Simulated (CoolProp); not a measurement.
A Linde-Hampson liquefier for dry air: isothermal reversible compression at 250 K from 1 atm to 30 MPa, throttling to 1 atm, return gas leaving the recuperator 10 K below the feed. Each further row changes one setting.

The numbers come from the reference Helmholtz-energy equation of state, Lemmon 2000 in CoolProp. It is a pseudo-pure fit of the blend.

```
case                        liquid yield per pass  compression work (kJ/kg of gas)
--------------------------  ---------------------  -------------------------------
as stated                                   0.142                              401
high pressure 60 MPa                          ___                              ___
warm-end temperature 280 K                    ___                              ___
warm-end gap 15 K                             ___                              401
```

### Question
What belongs in the gaps?

### Answer

- high pressure 60 MPa, liquid yield per pass: 0.138
- high pressure 60 MPa, compression work (kJ/kg of gas): 463
- warm-end temperature 280 K, liquid yield per pass: 0.099
- warm-end temperature 280 K, compression work (kJ/kg of gas): 455
- warm-end gap 15 K, liquid yield per pass: 0.130
